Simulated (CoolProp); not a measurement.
Properties of R1123 along the isotherm 480 K.

The numbers come from the reference Helmholtz-energy equation of state, Akasaka 2020 in CoolProp.

```tsv
p (MPa)	phase	speed of sound (m/s)	Joule-Thomson coefficient (K/MPa)	isothermal compressibility (1/MPa)
0.036	gas	231.5	3.863	27.80
0.0581	gas	231.4	3.863	17.23
0.0939	gas	231.3	3.863	10.67
0.152	gas	231.1	3.863	6.598
0.245	gas	230.9	3.862	4.101
0.396	gas	230.4	3.861	2.544
0.639	gas	229.7	3.858	1.584
1.03	gas	228.6	3.853	0.9900
1.67	gas	226.8	3.842	0.6181
2.7	gas	224.1	3.813	0.3897
4.36	gas	220.3	3.738	0.2485
7.04	supercritical	216.1	3.528	0.1596
11.4	supercritical	218.0	2.938	0.09831
```
